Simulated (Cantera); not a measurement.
Input: 1 mol Ca(OH)2, 0.0072 mol C, 2.5 mol H2O, equilibrated at 6.60 bar.

Cantera equilibrium calculation (NASA polynomials, part measured and part estimated; ideal gas, pure solids and liquids). Candidate condensed phases: C, C6H6, C7H8, C8H18, Ca, CaCO3, CaO, Ca(OH)2, H2O; 115 gas species. The numbers say what is thermodynamically allowed, not how fast it happens. All values below are at 1250 K.

Base state: H2O 0.994, H2 0.00409, CO2 0.00204, CO 1.31e-5 (mole fractions); condensed: CaO(s).

Question: What changes in the equilibrium state with this change: Ca(OH)2 replaced by Mg(OH)2?

Answer: 
| species | before | after |
|---|---|---|
| H2O | 0.994 | 0.994 |
| H2 | 0.00409 | 0.00409 |
| CO2 | 0.00204 | 0.00204 |
| CO | 1.31e-5 | 1.31e-5 |
| CaO(s), mol | 1.00 | 0 |
| MgO(s), mol | 0 | 1.00 |
Further candidate phases: Mg, MgCO3, MgO, Mg(OH)2.
